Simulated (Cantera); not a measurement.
Cantera run, input and output.

```python
import numpy as np
import cantera as ct

gas = ct.Solution("gri30.yaml")


def delay(T, t_max=10):
    gas.TPX = T, 500000, {'CH4': 1, 'H2': 0.45, 'O2': 4.45, 'N2': 16.7, 'CO2': 2.2}
    reactor = ct.IdealGasReactor(gas, clone=False)
    net = ct.ReactorNet([reactor])
    net.rtol, net.atol = 1e-8, 1e-16
    while net.time < t_max:
        t_old, T_old = net.time, reactor.T
        net.step()
        if reactor.T > T + 400:  # ignition: a rise of 400 K
            return t_old + (T + 400 - T_old) / (reactor.T - T_old) * (net.time - t_old)
    return np.nan


taus = []
for T in [873, 973, 1073, 1173, 1273, 1373, 1473, 1573, 1673, 1773]:
    taus.append(delay(T))
    print(f"T0 = {T:6g} K   tau = {taus[-1]:.4e} s")
```

Output:

```
T0 =    873 K   tau = 8.2122e-01 s
T0 =    973 K   tau = 4.7571e-02 s
T0 =   1073 K   tau = 4.1522e-03 s
T0 =   1173 K   tau = 8.8123e-04 s
T0 =   1273 K   tau = 3.3830e-04 s
T0 =   1373 K   tau = 1.5681e-04 s
T0 =   1473 K   tau = 7.9224e-05 s
T0 =   1573 K   tau = 4.2860e-05 s
T0 =   1673 K   tau = 2.4670e-05 s
T0 =   1773 K   tau = 1.4987e-05 s
```

Cantera simulation using GRI-Mech 3.0 (53 species, 325 reactions); the numbers are that mechanism's predictions, not measurements. Below about 1000 K GRI-Mech 3.0 lacks low-temperature oxidation paths. Below about 950 K walls govern HO2 and H2O2 in real vessels.
